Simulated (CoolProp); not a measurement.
A simple Rankine cycle with R152A: condensing at 301.15 K, boiler at 1.69 MPa, turbine inlet 488.2 K, turbine efficiency 0.6, pump efficiency 0.7, no recuperator. Each further row changes one setting.

Values from CoolProp's reference Helmholtz-energy equation of state, Outcalt 1996. It is a modified Benedict-Webb-Rubin equation, recast in Helmholtz form.

| case | thermal efficiency (%) | net work (kJ/kg) | heat in (kJ/kg) | turbine exit temperature (K) | volume ratio over the turbine |
|---|---|---|---|---|---|
| as stated | 5.9 | 30.4 | 512 | 459.6 | 2.52 |
| condensing temperature 293.15 K | … | 37.9 | 526 | … | 3.17 |
| boiler pressure 1.18 MPa | … | 19.7 | 517 | … | 1.78 |
| turbine efficiency 0.5 | … | 25.0 | 512 | 463.4 | 2.55 |

**Question.** Fill in the missing entries.

**Answer.** 
- condensing temperature 293.15 K, thermal efficiency (%): 7.2
- condensing temperature 293.15 K, turbine exit temperature (K): 453.2
- boiler pressure 1.18 MPa, thermal efficiency (%): 3.8
- boiler pressure 1.18 MPa, turbine exit temperature (K): 470.8
- turbine efficiency 0.5, thermal efficiency (%): 4.9
